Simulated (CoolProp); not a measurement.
The numbers come from the reference Helmholtz-energy equation of state, Schroeder 2014 in CoolProp.

Task: For ethanol, give the phase and the density (kg/m³), fugacity coefficient at 541.9 K and 0.926 MPa.

Result: 
- 541.9 K and 0.926 MPa: gas; density 9.81, fugacity coefficient 0.966
